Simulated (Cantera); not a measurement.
A perfectly stirred reactor is fed with 12.0 % CH₄, 18.5 % O₂, 69.5 % N₂, equivalence ratio 1.3, at 1200 Torr; it is adiabatic with a 473 K inlet, and is followed from long to short residence time, starting on the burning branch (τ in s: 0.078, 0.03, 0.011, 0.0042, 0.0016, 0.0006, 0.00023, 8.6e-05, 3.3e-05, 1.2e-05, 4.7e-06).

Model: GRI-Mech 3.0 (53 species, 325 reactions), integrated in Cantera.

x: mole fraction; the columns are a selection and need not sum to one.

```json
[
 {"τ (s)": "0.078", "T (K)": "2171", "x CH₄": "2.91e-5", "x O₂": "9.51e-5", "x C₂H": "4.33e-10", "x O": "___", "x H₂O₂": "8.35e-9", "x N₂O": "1.51e-8"},
 {"τ (s)": "0.030", "T (K)": "2165", "x CH₄": "4.36e-5", "x O₂": "0.000179", "x C₂H": "1.24e-9", "x O": "___", "x H₂O₂": "1.39e-8", "x N₂O": "2.29e-8"},
 {"τ (s)": "0.011", "T (K)": "2156", "x CH₄": "6.50e-5", "x O₂": "0.000350", "x C₂H": "3.35e-9", "x O": "___", "x H₂O₂": "2.43e-8", "x N₂O": "3.51e-8"},
 {"τ (s)": "0.0042", "T (K)": "2142", "x CH₄": "0.000101", "x O₂": "0.000663", "x C₂H": "8.62e-9", "x O": "___", "x H₂O₂": "4.00e-8", "x N₂O": "5.07e-8"},
 {"τ (s)": "0.0016", "T (K)": "2124", "x CH₄": "0.000174", "x O₂": "0.00127", "x C₂H": "2.36e-8", "x O": "___", "x H₂O₂": "6.29e-8", "x N₂O": "6.94e-8"},
 {"τ (s)": "0.00060", "T (K)": "2099", "x CH₄": "0.000350", "x O₂": "0.00251", "x C₂H": "7.22e-8", "x O": "___", "x H₂O₂": "9.75e-8", "x N₂O": "8.88e-8"},
 {"τ (s)": "0.00023", "T (K)": "2060", "x CH₄": "0.000841", "x O₂": "0.00542", "x C₂H": "2.30e-7", "x O": "___", "x H₂O₂": "1.64e-7", "x N₂O": "9.51e-8"},
 {"τ (s)": "8.6e-5", "T (K)": "473", "x CH₄": "0.120", "x O₂": "0.185", "x C₂H": "<1e-12", "x O": "<1e-12", "x H₂O₂": "<1e-12", "x N₂O": "<1e-12"},
 {"τ (s)": "3.3e-5", "T (K)": "473", "x CH₄": "0.120", "x O₂": "0.185", "x C₂H": "<1e-12", "x O": "<1e-12", "x H₂O₂": "<1e-12", "x N₂O": "<1e-12"},
 {"τ (s)": "1.2e-5", "T (K)": "473", "x CH₄": "0.120", "x O₂": "0.185", "x C₂H": "<1e-12", "x O": "<1e-12", "x H₂O₂": "<1e-12", "x N₂O": "<1e-12"},
 {"τ (s)": "4.7e-6", "T (K)": "473", "x CH₄": "0.120", "x O₂": "0.185", "x C₂H": "<1e-12", "x O": "<1e-12", "x H₂O₂": "<1e-12", "x N₂O": "<1e-12"}
]
```

**Question.** What belongs in the gaps?

**Answer.** 
- 0.078, x O: 2.03e-5
- 0.030, x O: 3.51e-5
- 0.011, x O: 6.60e-5
- 0.0042, x O: 0.000120
- 0.0016, x O: 0.000203
- 0.00060, x O: 0.000310
- 0.00023, x O: 0.000405
